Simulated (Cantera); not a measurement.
Hydrocarbon pyrolysis for carbon deposition

An isothermal, constant-pressure homogeneous reactor starts with C₂H₆ : H₂ = 1 : 4 (molar parts), at 1925 K and 100.0 Torr.

Detailed kinetics in Cantera: GRI-Mech 3.0 (53 species, 325 reactions). GRI-Mech 3.0 stops at C3 and has no aromatics, soot or wall deposition, so with more carbon than oxygen in the feed, carbon stays in small species such as C2H2 where larger ones or solid carbon would form.

```csv
t (s),x C₂H₆,x H₂,x CH₃,x CH₄,x C₂H₄,x C₂H₂,x CH₂
0.000100,0.000445,0.743,0.0130,0.157,0.0149,0.0673,2.53e-5
0.000276,0.000180,0.758,0.00719,0.144,0.00600,0.0830,1.15e-5
0.000760,0.000103,0.773,0.00524,0.123,0.00254,0.0944,8.07e-6
0.00210,5.56e-5,0.796,0.00390,0.0883,0.00135,0.108,6.69e-6
0.00578,1.82e-5,0.823,0.00229,0.0482,0.000532,0.124,4.81e-6
0.0159,3.44e-6,0.842,0.00102,0.0198,0.000231,0.135,2.74e-6
0.0439,4.58e-7,0.850,0.000380,0.00691,0.000174,0.140,1.21e-6
0.121,6.34e-8,0.853,0.000139,0.00246,0.000168,0.142,4.74e-7
0.334,1.75e-8,0.854,6.58e-5,0.00116,0.000168,0.142,2.31e-7
0.921,1.34e-8,0.854,5.48e-5,0.000966,0.000168,0.142,1.93e-7
2.54,1.34e-8,0.854,5.47e-5,0.000963,0.000168,0.142,1.93e-7
7.00,1.34e-8,0.854,5.47e-5,0.000963,0.000168,0.142,1.93e-7
```
x: mole fraction; the columns are a selection and need not sum to one.

Equilibrium at this temperature and pressure: C₂H₆ 1.34e-8, H₂ 0.854, CH₃ 5.47e-5, CH₄ 0.000963, C₂H₄ 0.000168, C₂H₂ 0.142, CH₂ 1.93e-7 (gas phase only).
